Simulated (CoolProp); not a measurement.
Propane at 298.15 K and 0.567 MPa flows at 0.24 m/s in a round tube of 1 mm bore and 0.25 µm roughness, fully developed (64/Re and Nu = 3.66 if laminar; Colebrook and Gnielinski if turbulent). Each further row changes one setting.

The numbers come from the reference Helmholtz-energy equation of state, Lemmon 2009 in CoolProp.

```csv
case,Reynolds number,Darcy friction factor,pressure drop (Pa/m),heat-transfer coefficient (W/(m² K)),mass flow (kg/h)
as stated,___,0.195,___,67.8,0.00759
velocity 0.48 m/s,657,0.0974,125,67.8,___
diameter 2 mm,657,0.0974,___,___,___
```

Complete the blanks.


- as stated, Reynolds number: 329
- as stated, pressure drop (Pa/m): 62.7
- velocity 0.48 m/s, mass flow (kg/h): 0.0152
- diameter 2 mm, pressure drop (Pa/m): 15.7
- diameter 2 mm, heat-transfer coefficient (W/(m² K)): 33.9
- diameter 2 mm, mass flow (kg/h): 0.0303

Viscosity comes from a separate model (Vogel 1998). Thermal conductivity comes from a separate model (Marsh 2002).
